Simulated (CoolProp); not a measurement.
Vapour-liquid equilibrium of acetone (1) + methanol (2) at 16.05 °C; x and y are mole fractions of (1).

Values from CoolProp's multi-fluid Helmholtz-energy mixture model, Lemmon 2006 and de Reuck 1993; pair parameters Bell 2016.

```
x     bubble pressure (MPa)  y at the bubble point  dew pressure at overall composition x (MPa)  liquid density (mol/L)
----  ---------------------  ---------------------  -------------------------------------------  ----------------------
0.05                0.01204                  0.167                                      0.01092                   23.90
0.2                 0.01522                  0.423                                      0.01238                   21.51
0.35                0.01719                  0.554                                      0.01420                   19.51
0.5                 0.01855                  0.650                                      0.01636                   17.81
0.65                0.01956                  0.738                                      0.01855                   16.35
0.8                 0.02028                  0.833                                      0.02008                   15.10
0.95                0.02061                  0.951                                      0.02061                   14.01
```

No azeotrope shows between x = 0.05 and 0.95.

Pair parameters are fitted to limited data, so mixtures are less certain than the pure fluids.
